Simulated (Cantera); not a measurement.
Charge: 1 mol Si, 0.64 mol H₂O, 1.7 mol N₂, held at 0.0570 bar.

Equilibrium computed with Cantera from the NASA thermochemical tables; the gas is ideal and each condensed phase is pure. Candidate condensed phases: H₂O, Si, SiO₂, Si₂N₂O, Si₃N₄; 35 gas species. N₂ is the only nitrogen source here; it is nearly inert below about 1500 K, so the nitride shown seldom forms there in practice. Mutual solubility and eutectic melting of coexisting phases are not modelled. The tables hold silica as quartz up to 1696 K and as liquid above; real silica turns to tridymite and cristobalite and melts near 1996 K. Equilibrium is a limit: real reactors are often held back by kinetics, nucleation or transport. All values below are at 1275 K.

Base state: N₂ 0.661, H₂ 0.339, H₂O 4.97e-5 (mole fractions); condensed: SiO₂(β-quartz) + Si₂N₂O(s).

What changes in the equilibrium state with this change: H₂O from 0.64 to 0.0035 mol?


```json
[
 {"species": "N₂", "before": "0.661", "after": "0.997"},
 {"species": "H₂", "before": "0.339", "after": "0.00337"},
 {"species": "H₂O", "before": "4.97e-5", "after": "<1e-9"},
 {"species": "SiO₂(β-quartz), mol", "before": "0.0933", "after": "0"},
 {"species": "Si₂N₂O(s), mol", "before": "0.453", "after": "0.00350"},
 {"species": "Si₃N₄(s), mol", "before": "0", "after": "0.331"}
]
```

What changes in the equilibrium state with this change: H₂O from 0.64 to 0.055 mol?


```json
[
 {"species": "N₂", "before": "0.661", "after": "0.950"},
 {"species": "H₂", "before": "0.339", "after": "0.0497"},
 {"species": "H₂O", "before": "4.97e-5", "after": "<1e-9"},
 {"species": "SiO₂(β-quartz), mol", "before": "0.0933", "after": "0"},
 {"species": "Si₂N₂O(s), mol", "before": "0.453", "after": "0.0550"},
 {"species": "Si₃N₄(s), mol", "before": "0", "after": "0.297"}
]
```
